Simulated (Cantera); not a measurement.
A Cantera script and what it prints.

```python
import numpy as np
import cantera as ct

gas_names = """
    Ba BaF BaF2 BaOH BaO2H2 F FO FO2 F2 F2O H HF HOF HO2 H2 H2F2 H2O H2O2 H3F3 H4F4 H5F5 H6F6 H7F7 O OH
    O2 O3
""".split()
cond_names = """
    Ba(cr) Ba(L) BaF2(a) BaF2(b,c) BaF2(L) BaO(s) BaO(L) BaO2H2(s) BaO2H2(L) H2O(s) H2O(L)
""".split()


# ... load() reads the species with a 1 bar reference pressure and builds the phases ...
atoms = {
    'BaF2': {'Ba': 1, 'F': 2},
    'O2': {'O': 2},
    'H2': {'H': 2},
}
top_T = {}  # K; cautious upper limits of use, not melting points


# ... equilibrate(T, P, feed) seeds the gas with the atoms and calls Mixture.equilibrate('TP', solver="vcs", rtol=1e-11, max_steps=5000) ...
results = []
feed = {'BaF2': 1, 'O2': 0.26, 'H2': 0.41}  # mol
T = 2123.15  # K
P = 290  # Pa
mix = equilibrate(T, P, feed)
results.append((T, P, feed, dict(zip(mix.species_names, mix.species_moles))))
print(gas.report(threshold=0.0001))
for i in range(1, mix.n_phases):
    print(f"{mix.phase(i).name:16s} {mix.phase_moles(i):12.5e} mol")
```

Output:

```
       temperature   2123.2 K
          pressure   290 Pa
           density   0.0019578 kg/m^3
  mean mol. weight   119.17 kg/kmol
   phase of matter   gas

                          1 kg             1 kmol
                     ---------------   ---------------
          enthalpy       -3.9191e+06       -4.6706e+08  J
   internal energy       -4.0672e+06       -4.8471e+08  J
           entropy            3467.9        4.1328e+05  J/K
    Gibbs function       -1.1282e+07       -1.3445e+09  J
 heat capacity c_p            443.69             52877  J/K
 heat capacity c_v            373.93             44563  J/K

                      mass frac. Y      mole frac. X     chem. pot. / RT
                     ---------------   ---------------   ---------------
                Ba        0.00015115        0.00013117           -27.889
               BaF          0.053875          0.041072           -61.767
              BaF2           0.87369           0.59388           -95.645
              BaOH         0.0038097         0.0029418             -61.8
            BaO2H2          0.011145         0.0077515           -95.712
                 H        6.1402e-05         0.0072595           -14.975
                HF          0.011045          0.065791           -48.854
                H2         0.0002005          0.011853           -29.951
               H2O          0.030266           0.20022           -48.887
                 O         0.0008844         0.0065877           -18.936
                OH         0.0021646          0.015168           -33.911
                O2          0.012705           0.04732           -37.872
     [  +15 minor]        4.3682e-06        2.7036e-05

Ba(L)             0.00000e+00 mol
BaF2(L)           0.00000e+00 mol
BaO(s)            2.39206e-03 mol
BaO2H2(L)         0.00000e+00 mol
```

Method: chemical equilibrium by Gibbs-energy minimisation in Cantera with the NASA 1993 tables (ideal gas, pure condensed phases).
